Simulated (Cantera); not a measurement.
Mixture: H2 : O2 : N2 = 1 : 0.357 : 1.34 (molar parts), equivalence ratio 1.4, at 65000 Pa, adiabatic and at constant volume. Ignition delay is the time to a rise of 400 K.

Model: the H2/O2 subset of GRI-Mech 3.0, which has no nitrogen chemistry, integrated in Cantera. Where the delays flatten at high temperature, the 400 K rule measures the pace of heat release, not the induction time.

Problem. Predict: delay at 1200 K; delay at 1275 K; delay at 1350 K; delay at 1425 K; delay at 1500 K; delay at 1575 K; delay at 1650 K.

Solution. 
```json
{
 "delay at 1200 K": "70.2 µs",
 "delay at 1275 K": "49.6 µs",
 "delay at 1350 K": "37.5 µs",
 "delay at 1425 K": "30.1 µs",
 "delay at 1500 K": "25.7 µs",
 "delay at 1575 K": "23.0 µs",
 "delay at 1650 K": "21.7 µs"
}
```
